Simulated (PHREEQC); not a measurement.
Make-up at 25 °C: 28 mmol/kgw ZnSO4, 0.86 mmol/kgw H2SO4 and 15 mmol/kgw NaCl. Closed to the air; pH follows from the charge balance.

The numbers come from PHREEQC with the ion-association model, phreeqc.dat.

- pH = 3.06
- ionic strength = 0.0835 mol/kgw
- density = 1.002 g/cm³
- total alkalinity = -1.72 meq/kg

| species | molality | activity | log γ |
|---|---|---|---|
| Zn+2 | 0.0169 | 0.00673 | -0.400 |
| SO4-2 | 0.0157 | 0.00619 | -0.403 |
| Cl- | 0.0147 | 0.0115 | -0.108 |
| Na+ | 0.0146 | 0.0116 | -0.099 |
| ZnSO4 | 0.00958 | 0.00977 | 0.008 |
| Zn(SO4)2-2 | 0.00125 | 0.000491 | -0.406 |
| H+ | 0.00105 | 0.000877 | -0.079 |
| HSO4- | 0.000667 | 0.000528 | -0.102 |
| NaSO4- | 0.000449 | 0.000359 | -0.097 |

No solid was allowed to form. Species that the database lacks are ignored.
